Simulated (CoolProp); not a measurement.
Vapour pressure (bar) of R1224YDZ: the reference equation beside estimates from Tc = 428.7 K, pc = 33.34 bar, ω = 0.325. Clausius-Clapeyron is anchored at 344 K with a constant enthalpy of vaporisation of 20.62 kJ/mol.

Values from CoolProp's reference Helmholtz-energy equation of state, Akasaka 2023.

```json
[
 {"T (K)": "295.7", "reference": "1.351", "Lee-Kesler": "1.349", "Clausius-Clapeyron": "1.803", "van der Waals": "6.197", "Redlich-Kwong": "2.572", "Soave-Redlich-Kwong": "1.348", "Peng-Robinson": "1.348"},
 {"T (K)": "305.3", "reference": "1.887", "Lee-Kesler": "1.888", "Clausius-Clapeyron": "2.347", "van der Waals": "7.293", "Redlich-Kwong": "3.366", "Soave-Redlich-Kwong": "1.886", "Peng-Robinson": "1.878"},
 {"T (K)": "315", "reference": "2.583", "Lee-Kesler": "2.587", "Clausius-Clapeyron": "3.014", "van der Waals": "8.522", "Redlich-Kwong": "4.334", "Soave-Redlich-Kwong": "2.586", "Peng-Robinson": "2.567"},
 {"T (K)": "324.7", "reference": "3.460", "Lee-Kesler": "3.468", "Clausius-Clapeyron": "3.813", "van der Waals": "9.876", "Redlich-Kwong": "5.484", "Soave-Redlich-Kwong": "3.471", "Peng-Robinson": "3.437"},
 {"T (K)": "334.3", "reference": "4.533", "Lee-Kesler": "4.546", "Clausius-Clapeyron": "4.749", "van der Waals": "11.34", "Redlich-Kwong": "6.818", "Soave-Redlich-Kwong": "4.558", "Peng-Robinson": "4.505"},
 {"T (K)": "344", "reference": "5.854", "Lee-Kesler": "5.871", "Clausius-Clapeyron": "5.854", "van der Waals": "12.96", "Redlich-Kwong": "8.379", "Soave-Redlich-Kwong": "5.900", "Peng-Robinson": "5.824"},
 {"T (K)": "353.6", "reference": "7.427", "Lee-Kesler": "7.446", "Clausius-Clapeyron": "7.120", "van der Waals": "14.70", "Redlich-Kwong": "10.15", "Soave-Redlich-Kwong": "7.502", "Peng-Robinson": "7.400"},
 {"T (K)": "363.3", "reference": "9.317", "Lee-Kesler": "9.337", "Clausius-Clapeyron": "8.586", "van der Waals": "16.60", "Redlich-Kwong": "12.19", "Soave-Redlich-Kwong": "9.429", "Peng-Robinson": "9.302"},
 {"T (K)": "372.9", "reference": "11.52", "Lee-Kesler": "11.54", "Clausius-Clapeyron": "10.24", "van der Waals": "18.62", "Redlich-Kwong": "14.45", "Soave-Redlich-Kwong": "11.68", "Peng-Robinson": "11.53"},
 {"T (K)": "382.6", "reference": "14.12", "Lee-Kesler": "14.14", "Clausius-Clapeyron": "12.12", "van der Waals": "20.81", "Redlich-Kwong": "17.02", "Soave-Redlich-Kwong": "14.33", "Peng-Robinson": "14.16"},
 {"T (K)": "392.2", "reference": "17.11", "Lee-Kesler": "17.13", "Clausius-Clapeyron": "14.20", "van der Waals": "23.13", "Redlich-Kwong": "19.84", "Soave-Redlich-Kwong": "17.37", "Peng-Robinson": "17.19"},
 {"T (K)": "401.9", "reference": "20.61", "Lee-Kesler": "20.62", "Clausius-Clapeyron": "16.54", "van der Waals": "25.62", "Redlich-Kwong": "22.99", "Soave-Redlich-Kwong": "20.89", "Peng-Robinson": "20.72"},
 {"T (K)": "411.6", "reference": "24.64", "Lee-Kesler": "24.66", "Clausius-Clapeyron": "19.13", "van der Waals": "28.28", "Redlich-Kwong": "26.45", "Soave-Redlich-Kwong": "24.92", "Peng-Robinson": "24.77"}
]
```

Absolute difference from the reference over all 13 rows, mean and median: Lee-Kesler 0.2 and 0.2 %, Clausius-Clapeyron 14.3 and 14.2 %, van der Waals 130.1 and 97.9 %, Redlich-Kwong 41.3 and 36.7 %, Soave-Redlich-Kwong 0.9 and 1.0 %, Peng-Robinson 0.4 and 0.5 %.
